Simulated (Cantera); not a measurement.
## Low-pressure radical oxidation in H2/O2

A perfectly stirred reactor is fed with 6.72 % H2, 93.3 % O2, at 6.15 Torr; it is held at 948 K, and followed from long to short residence time.

Computed with Cantera and the H2/O2 subset of GRI-Mech 3.0, which has no nitrogen chemistry. Radical loss at walls, strong at low pressure, is not modelled. Below about 950 K walls govern HO2 and H2O2 in real vessels. The temperature is held fixed by assumption; the heat of reaction is taken as removed at once.

```csv
τ (s),x H2,x O2,x H2O,x H2O2,x O,x OH,x HO2
0.40,0.00158,0.927,0.0669,1.10e-7,0.00311,0.000708,4.67e-6
0.15,0.00275,0.924,0.0646,1.25e-7,0.00517,0.00105,5.47e-6
0.059,0.00469,0.920,0.0608,1.39e-7,0.00789,0.00148,6.00e-6
0.023,0.00815,0.915,0.0542,1.51e-7,0.0108,0.00201,6.21e-6
0.0089,0.0146,0.911,0.0447,1.66e-7,0.0124,0.00250,6.06e-6
0.0034,0.0272,0.913,0.0316,1.78e-7,0.0108,0.00266,5.55e-6
0.0013,0.0486,0.922,0.0140,1.26e-7,0.00576,0.00185,4.59e-6
```
x: mole fraction; the columns are a selection and need not sum to one.
